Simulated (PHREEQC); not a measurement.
A PHREEQC input (ion-association model, wateq4f.dat):

```
SOLUTION 1
  temp 40
  units mg/kgw
  pH 6.62
  pe 10.4
  Na 0.417
  K 39.7
  Ca 45.8
  Mg 7.94
  Cl 28.2
  S(6) 118 as SO4
  Alkalinity 42.3 as HCO3
  Sr 1.37
END
USE solution 1
EQUILIBRIUM_PHASES 1
  Gypsu 0 0
  Quartz 0 0.5
  CO2(g) -2.5 10
END
```

It stops with these messages:

```
ERROR: Phase not found in database, Gypsu.
ERROR: Calculations terminating due to input errors.
```

The fault: the phase Gypsum misspelt. The line should read `Gypsum` where the input has `Gypsu`. With the mend the run ends at pH 7.22 and ionic strength 0.00595 mol/kgw.
